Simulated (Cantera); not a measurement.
Input (Python, Cantera):

```python
import numpy as np
import cantera as ct

gas = ct.Solution("gri30.yaml")
gas.TPX = 325, 1000000, {'CH4': 1.4, 'O2': 1.67, 'N2': 10.8}
inlet = ct.Reservoir(gas, clone=True)
gas.equilibrate("HP")  # start burning
reactor = ct.IdealGasConstPressureReactor(gas, energy="on", clone=False)
exhaust = ct.Reservoir(gas, clone=True)
tau = [0.051, 0.017, 0.0059, 0.002, 0.00069, 0.00023, 8e-05, 2.7e-05, 9.3e-06, 3.2e-06][0]
for a, b in ((inlet, reactor), (reactor, exhaust)):
    ct.MassFlowController(a, b, mdot=lambda t: reactor.mass / tau)
net = ct.ReactorNet([reactor])
show = ['CH4', 'O2', 'NO2', 'HCO', 'C2H4']

rows = []
print(f"{'tau/s':>10s}{'T/K':>9s}" + "".join(f"{s:>11s}" for s in show))
for tau in [0.051, 0.017, 0.0059, 0.002, 0.00069, 0.00023, 8e-05, 2.7e-05, 9.3e-06, 3.2e-06]:
    net.initial_time = 0.0
    net.advance(30 * tau)
    before = gas.X
    net.advance(40 * tau)
    drift = np.max(np.abs(gas.X - before) / (gas.X + 1e-9))
    rows.append([gas.T, *gas[show].X, drift])
    print(f"{tau:10.3e}{gas.T:9.1f}" + "".join(f"{x:11.3e}" for x in gas[show].X))
```

Output:

```
     tau/s      T/K        CH4         O2        NO2        HCO       C2H4
 5.100e-02   1481.1  2.072e-02  4.878e-03  6.602e-11  1.247e-08  1.122e-03
 1.700e-02   1402.2  2.482e-02  1.288e-02  3.101e-10  4.518e-08  1.927e-03
 5.900e-03    325.0  1.009e-01  1.204e-01 -2.686e-23  1.311e-37 -1.367e-17
 2.000e-03    325.0  1.009e-01  1.204e-01 -1.095e-26  5.329e-44 -5.573e-21
 6.900e-04    325.0  1.009e-01  1.204e-01 -6.915e-28 -8.506e-48 -3.520e-22
 2.300e-04    325.0  1.009e-01  1.204e-01 -4.368e-29 -5.059e-49 -2.224e-23
 8.000e-05    325.0  1.009e-01  1.204e-01 -2.759e-30 -3.196e-50 -1.405e-24
 2.700e-05    325.0  1.009e-01  1.204e-01 -1.743e-31 -2.019e-51 -8.872e-26
 9.300e-06    325.0  1.009e-01  1.204e-01 -1.101e-32 -1.275e-52 -5.604e-27
 3.200e-06    325.0  1.009e-01  1.204e-01 -6.954e-34 -8.056e-54 -3.540e-28
```

Model: GRI-Mech 3.0 (53 species, 325 reactions), integrated in Cantera.
